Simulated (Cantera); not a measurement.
What does this Cantera script print?

```python
import numpy as np
import cantera as ct

gas = ct.Solution("gri30.yaml", transport_model="multicomponent")
show = ['NO', 'O', 'N2']

rows = []
print(f"{'T/K':>7s}{'rho':>11s}{'cp':>10s}{'mu':>11s}{'lambda':>11s}{'Pr':>7s}" + "".join(f"{'D_' + s:>11s}" for s in show))
for T in [400, 550, 700, 850, 1000, 1150, 1300, 1450, 1600]:
    gas.TPX = T, 1200, {'CO': 0.61}
    Pr = gas.cp_mass * gas.viscosity / gas.thermal_conductivity
    D = [gas.mix_diff_coeffs_mole[gas.species_index(s)] for s in show]
    rows.append([gas.density, gas.cp_mass, gas.viscosity, gas.thermal_conductivity, Pr, *D])
    print(f"{T:7g}{gas.density:11.4e}{gas.cp_mass:10.1f}{gas.viscosity:11.4e}"
          f"{gas.thermal_conductivity:11.4e}{Pr:7.3f}" + "".join(f"{d:11.4e}" for d in D))
print("SI units: kg/m3, J/kg/K, Pa s, W/m/K, m2/s")
```

Output:

```
    T/K        rho        cp         mu     lambda     Pr       D_NO        D_O       D_N2
    400 1.0106e-02    1048.7 2.1957e-05 3.1878e-02  0.722 2.8358e-03 4.4624e-03 2.8841e-03
    550 7.3502e-03    1074.4 2.7416e-05 4.0971e-02  0.719 4.8889e-03 7.6717e-03 4.9721e-03
    700 5.7751e-03    1111.5 3.2254e-05 4.9979e-02  0.717 7.3456e-03 1.1511e-02 7.4707e-03
    850 4.7560e-03    1151.8 3.6678e-05 5.8966e-02  0.716 1.0172e-02 1.5926e-02 1.0345e-02
   1000 4.0426e-03    1184.0 4.0802e-05 6.7494e-02  0.716 1.3342e-02 2.0879e-02 1.3569e-02
   1150 3.5153e-03    1211.2 4.4693e-05 7.5693e-02  0.715 1.6838e-02 2.6341e-02 1.7124e-02
   1300 3.1097e-03    1233.6 4.8398e-05 8.3537e-02  0.715 2.0643e-02 3.2288e-02 2.0994e-02
   1450 2.7880e-03    1251.8 5.1947e-05 9.1046e-02  0.714 2.4746e-02 3.8699e-02 2.5167e-02
   1600 2.5266e-03    1266.6 5.5365e-05 9.8241e-02  0.714 2.9134e-02 4.5558e-02 2.9630e-02
SI units: kg/m3, J/kg/K, Pa s, W/m/K, m2/s
```

Model: GRI-Mech 3.0 (53 species, 325 reactions), integrated in Cantera.
